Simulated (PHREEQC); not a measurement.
Make-up at 25 °C and 300 atm: 0.2 mol HCl, 0.14 mol FeSO4 and 0.034 mol MnSO4 per kg of water. Closed to the air; pH follows from the charge balance.

Equilibrium calculation in PHREEQC: ion-association model, phreeqc.dat.

The ionic strength comes out as 0.507 mol/kgw. What activity coefficients do Fe+2, SO4-2, H+, Mn+2, MnCl3- get?

Fe+2 0.25, SO4-2 0.21, H+ 0.77, Mn+2 0.25, MnCl3- 0.68.

No solid was allowed to form. Under pressure, the constants of complexes without a molar volume in the database are unreliable.
